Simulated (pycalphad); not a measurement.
All values are pycalphad results on the COST 507 light-alloy database (1999) (1 atm), not direct measurements. The database dates from 1999; later assessments differ in places, in temperatures and in the compounds included. Diffusion is slow at the low end, where real alloys seldom reach equilibrium.

Molar enthalpy of Si-35.2Cu (at.%) in equilibrium (SER reference):

```json
[
 {"T (°C)": "2077", "H (kJ/mol)": "87.20", "phases": "LIQUID"},
 {"T (°C)": "1997", "H (kJ/mol)": "84.90", "phases": "LIQUID"},
 {"T (°C)": "1917", "H (kJ/mol)": "82.61", "phases": "LIQUID"},
 {"T (°C)": "1837", "H (kJ/mol)": "80.32", "phases": "LIQUID"},
 {"T (°C)": "1757", "H (kJ/mol)": "78.02", "phases": "LIQUID"},
 {"T (°C)": "1677", "H (kJ/mol)": "75.73", "phases": "LIQUID"},
 {"T (°C)": "1597", "H (kJ/mol)": "73.44", "phases": "LIQUID"},
 {"T (°C)": "1517", "H (kJ/mol)": "71.14", "phases": "LIQUID"},
 {"T (°C)": "1437", "H (kJ/mol)": "68.85", "phases": "LIQUID"},
 {"T (°C)": "1357", "H (kJ/mol)": "66.55", "phases": "LIQUID"},
 {"T (°C)": "1277", "H (kJ/mol)": "64.25", "phases": "LIQUID"},
 {"T (°C)": "1237", "H (kJ/mol)": "63.10", "phases": "LIQUID"},
 {"T (°C)": "1197", "H (kJ/mol)": "61.94", "phases": "LIQUID"},
 {"T (°C)": "1117", "H (kJ/mol)": "49.07", "phases": "LIQUID + DIAMOND_A4"},
 {"T (°C)": "1037", "H (kJ/mol)": "39.40", "phases": "LIQUID + DIAMOND_A4"},
 {"T (°C)": "957", "H (kJ/mol)": "33.11", "phases": "LIQUID + DIAMOND_A4"},
 {"T (°C)": "877", "H (kJ/mol)": "28.61", "phases": "LIQUID + DIAMOND_A4"},
 {"T (°C)": "797", "H (kJ/mol)": "20.62", "phases": "DIAMOND_A4 + CU19SI6_ETA"},
 {"T (°C)": "757", "H (kJ/mol)": "19.52", "phases": "DIAMOND_A4 + CU19SI6_ETA"},
 {"T (°C)": "717", "H (kJ/mol)": "18.44", "phases": "DIAMOND_A4 + CU19SI6_ETA"},
 {"T (°C)": "637", "H (kJ/mol)": "16.29", "phases": "DIAMOND_A4 + CU19SI6_ETA"},
 {"T (°C)": "557", "H (kJ/mol)": "14.16", "phases": "DIAMOND_A4 + CU19SI6_ETA"},
 {"T (°C)": "477", "H (kJ/mol)": "12.07", "phases": "DIAMOND_A4 + CU19SI6_ETA"},
 {"T (°C)": "397", "H (kJ/mol)": "10.02", "phases": "DIAMOND_A4 + CU19SI6_ETA"},
 {"T (°C)": "317", "H (kJ/mol)": "8.00", "phases": "DIAMOND_A4 + CU19SI6_ETA"},
 {"T (°C)": "237", "H (kJ/mol)": "6.02", "phases": "DIAMOND_A4 + CU19SI6_ETA"}
]
```

Cooling from 1197 °C to 797 °C, across the freezing range, releases 41.3 kJ/mol, or 1020 J/g. The slope is 29 J/(mol K) in the liquid and 27 J/(mol K) just below the solidus, where it includes any heat of precipitation. Liquidus 1183 °C, solidus 800 °C. Changes were sought between steps of 40 K, so a narrower field can be missed.

Database names, with the compositions (at.%) that they take in these runs: CU19SI6_ETA: Cu 76 Si 24. DIAMOND_A4 is diamond (Si).
